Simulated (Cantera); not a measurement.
A Cantera script and what it prints.

```python
import numpy as np
import cantera as ct

gas_names = """
    H HO2 H2 H2O H2O2 Nb NbO NbO2 O OH O2 O3
""".split()
cond_names = """
    H2O(s) H2O(L) Nb(cr) Nb(L) NbO(s) NbO(L) NbO2(I) NbO2(II) NbO2(III) NbO2(L) Nb2O5(s) Nb2O5(L)
""".split()


# ... load() reads the species with a 1 bar reference pressure and builds the phases ...
atoms = {
    'Nb': {'Nb': 1},
    'O2': {'O': 2},
    'H2': {'H': 2},
}
top_T = {}  # K; cautious upper limits of use, not melting points


# ... equilibrate(T, P, feed) seeds the gas with the atoms and calls Mixture.equilibrate('TP', solver="vcs", rtol=1e-11, max_steps=5000) ...
results = []
feed = {'Nb': 1, 'O2': 0.14, 'H2': 32}  # mol
for P in [0.1, 1.5, 22, 320, 4600, 68000, 1000000]:
    for T in [1523, 1573, 1623, 1673, 1723, 1773, 1823, 1873, 1923, 1973, 2023]:
        mix = equilibrate(T, P, feed)
        results.append((T, P, feed, dict(zip(mix.species_names, mix.species_moles))))

for T, P, feed, n in results:
    print(f"{T:7g} {P:10.4g}  " + (" + ".join(c for c in cond_names if n.get(c, 0) > 1e-12) or "gas only"))
```

It prints:

```
   1523        0.1  Nb(cr) + NbO(s)
   1573        0.1  Nb(cr) + NbO(s)
   1623        0.1  Nb(cr) + NbO(s)
   1673        0.1  Nb(cr) + NbO(s)
   1723        0.1  Nb(cr) + NbO(s)
   1773        0.1  Nb(cr)
   1823        0.1  Nb(cr)
   1873        0.1  Nb(cr)
   1923        0.1  Nb(cr)
   1973        0.1  Nb(cr)
   2023        0.1  Nb(cr)
   1523        1.5  Nb(cr) + NbO(s)
   1573        1.5  Nb(cr) + NbO(s)
   1623        1.5  Nb(cr) + NbO(s)
   1673        1.5  Nb(cr) + NbO(s)
   1723        1.5  Nb(cr) + NbO(s)
   1773        1.5  Nb(cr) + NbO(s)
   1823        1.5  Nb(cr) + NbO(s)
   1873        1.5  Nb(cr) + NbO(s)
   1923        1.5  Nb(cr)
   1973        1.5  Nb(cr)
   2023        1.5  Nb(cr)
   1523         22  Nb(cr) + NbO(s)
   1573         22  Nb(cr) + NbO(s)
   1623         22  Nb(cr) + NbO(s)
   1673         22  Nb(cr) + NbO(s)
   1723         22  Nb(cr) + NbO(s)
   1773         22  Nb(cr) + NbO(s)
   1823         22  Nb(cr) + NbO(s)
   1873         22  Nb(cr) + NbO(s)
   1923         22  Nb(cr) + NbO(s)
   1973         22  Nb(cr) + NbO(s)
   2023         22  Nb(cr)
   1523        320  Nb(cr) + NbO(s)
   1573        320  Nb(cr) + NbO(s)
   1623        320  Nb(cr) + NbO(s)
   1673        320  Nb(cr) + NbO(s)
   1723        320  Nb(cr) + NbO(s)
   1773        320  Nb(cr) + NbO(s)
   1823        320  Nb(cr) + NbO(s)
   1873        320  Nb(cr) + NbO(s)
   1923        320  Nb(cr) + NbO(s)
   1973        320  Nb(cr) + NbO(s)
   2023        320  Nb(cr) + NbO(s)
   1523       4600  Nb(cr) + NbO(s)
   1573       4600  Nb(cr) + NbO(s)
   1623       4600  Nb(cr) + NbO(s)
   1673       4600  Nb(cr) + NbO(s)
   1723       4600  Nb(cr) + NbO(s)
   1773       4600  Nb(cr) + NbO(s)
   1823       4600  Nb(cr) + NbO(s)
   1873       4600  Nb(cr) + NbO(s)
   1923       4600  Nb(cr) + NbO(s)
   1973       4600  Nb(cr) + NbO(s)
   2023       4600  Nb(cr) + NbO(s)
   1523    6.8e+04  Nb(cr) + NbO(s)
   1573    6.8e+04  Nb(cr) + NbO(s)
   1623    6.8e+04  Nb(cr) + NbO(s)
   1673    6.8e+04  Nb(cr) + NbO(s)
   1723    6.8e+04  Nb(cr) + NbO(s)
   1773    6.8e+04  Nb(cr) + NbO(s)
   1823    6.8e+04  Nb(cr) + NbO(s)
   1873    6.8e+04  Nb(cr) + NbO(s)
   1923    6.8e+04  Nb(cr) + NbO(s)
   1973    6.8e+04  Nb(cr) + NbO(s)
   2023    6.8e+04  Nb(cr) + NbO(s)
   1523      1e+06  Nb(cr) + NbO(s)
   1573      1e+06  Nb(cr) + NbO(s)
   1623      1e+06  Nb(cr) + NbO(s)
   1673      1e+06  Nb(cr) + NbO(s)
   1723      1e+06  Nb(cr) + NbO(s)
   1773      1e+06  Nb(cr) + NbO(s)
   1823      1e+06  Nb(cr) + NbO(s)
   1873      1e+06  Nb(cr) + NbO(s)
   1923      1e+06  Nb(cr) + NbO(s)
   1973      1e+06  Nb(cr) + NbO(s)
   2023      1e+06  Nb(cr) + NbO(s)
```

These are equilibrium values from Cantera (NASA tables, ideal gas, pure condensed phases), not measurements of a reactor. Mutual solubility and eutectic melting of coexisting phases are not modelled. NbO: taken at fixed stoichiometry. Condensed phases not in the tables: N, O or C dissolved in the metal.
